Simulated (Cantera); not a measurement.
Input (Python, Cantera):

```python
import numpy as np
import cantera as ct

gas = ct.Solution("gri30.yaml")
gas.TPX = 2375, 5900, {'CH4': 0.013, 'H2': 1, 'H': 0.12}
reactor = ct.IdealGasConstPressureReactor(gas, energy="off", clone=False)
net = ct.ReactorNet([reactor])
net.rtol, net.atol = 1e-08, 1e-18
show = ['CH4', 'H2', 'H', 'C2H2', 'CH3']
times = np.geomspace(0.0007, 8, 13)

steps = ct.SolutionArray(gas, extra=["t"])
rows = []
print(f"{'t/s':>10s}{'T/K':>9s}{'P/Pa':>11s}" + "".join(f"{s:>11s}" for s in show))
for t in times:
    while net.time < t:
        t_next = net.step()
        steps.append(gas.state, t=t_next)
    rows.append([np.interp(t, steps.t, y) for y in (steps.T, steps.P, *steps(*show).X.T)])
    print(f"{t:10.3e}{rows[-1][0]:9.1f}{rows[-1][1]:11.4g}" + "".join(f"{x:11.3e}" for x in rows[-1][2:]))
rate = np.gradient(steps.T, steps.t)
print("integrator steps:", len(steps.t))
if steps.T.max() > steps.T[0] + 200:
    print(f"time of steepest temperature rise: {steps.t[rate.argmax()]:.4e} s")
gas.TPX = 2375, 5900, {'CH4': 0.013, 'H2': 1, 'H': 0.12}
gas.equilibrate("TP")
print(f"equilibrium (TP): T = {gas.T:.1f} K  " + "  ".join(f"{s} {gas[s].X[0]:.3e}" for s in show))
```

It prints:

```
       t/s      T/K       P/Pa        CH4         H2          H       C2H2        CH3
 7.000e-04   2375.0       5900  1.423e-04  9.104e-01  8.362e-02  5.478e-03  2.388e-04
 1.525e-03   2375.0       5900  6.566e-05  9.115e-01  8.265e-02  5.605e-03  1.090e-04
 3.322e-03   2375.0       5900  3.112e-05  9.130e-01  8.122e-02  5.666e-03  5.070e-05
 7.238e-03   2375.0       5900  1.563e-05  9.155e-01  7.874e-02  5.699e-03  2.464e-05
 1.577e-02   2375.0       5900  9.079e-06  9.198e-01  7.445e-02  5.724e-03  1.347e-05
 3.435e-02   2375.0       5900  7.202e-06  9.262e-01  6.801e-02  5.749e-03  9.705e-06
 7.483e-02   2375.0       5900  8.021e-06  9.331e-01  6.109e-02  5.772e-03  9.644e-06
 1.630e-01   2375.0       5900  9.240e-06  9.369e-01  5.725e-02  5.784e-03  1.037e-05
 3.552e-01   2375.0       5900  9.485e-06  9.375e-01  5.665e-02  5.785e-03  1.053e-05
 7.737e-01   2375.0       5900  9.488e-06  9.375e-01  5.664e-02  5.785e-03  1.053e-05
 1.686e+00   2375.0       5900  9.488e-06  9.375e-01  5.664e-02  5.785e-03  1.053e-05
 3.672e+00   2375.0       5900  9.488e-06  9.375e-01  5.664e-02  5.785e-03  1.053e-05
 8.000e+00   2375.0       5900  9.488e-06  9.375e-01  5.664e-02  5.785e-03  1.053e-05
integrator steps: 1098
equilibrium (TP): T = 2375.0 K  CH4 9.578e-06  H2 9.375e-01  H 5.664e-02  C2H2 5.785e-03  CH3 1.063e-05
```

Model: GRI-Mech 3.0 (53 species, 325 reactions), integrated in Cantera. GRI-Mech 3.0 stops at C3 and has no aromatics, soot or wall deposition, so with more carbon than oxygen in the feed, carbon stays in small species such as C2H2 where larger ones or solid carbon would form.
